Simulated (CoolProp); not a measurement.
A single-stage vapour-compression cycle with R152A: evaporating at 251.15 K (dew point), condensing at 287.15 K (bubble point), superheat 0 K, subcooling 0 K, compressor efficiency 0.6, no pressure losses. Each further row changes one setting.

Computed with CoolProp (reference Helmholtz-energy equation of state, Outcalt 1996). It is a modified Benedict-Webb-Rubin equation, recast in Helmholtz form.

```tsv
case	cooling COP	pressure ratio	discharge temperature (K)	refrigerating effect (kJ/kg)	volumetric capacity (kJ/m³)
as stated	3.66	3.84	328.2	267	981
evaporating temperature 256.15 K	___	3.10	321.4	___	1210
condensing temperature 282.15 K	4.34	3.26	318.7	276	1010
subcooling 5 K	3.78	3.84	328.2	276	1010
superheat 10 K	3.63	3.84	339.4	277	___
compressor efficiency 0.5	3.05	3.84	340.5	267	981
```

### Question
Some entries are withheld; supply them.

### Answer

- evaporating temperature 256.15 K, cooling COP: 4.42
- evaporating temperature 256.15 K, refrigerating effect (kJ/kg): 271
- superheat 10 K, volumetric capacity (kJ/m³): 972
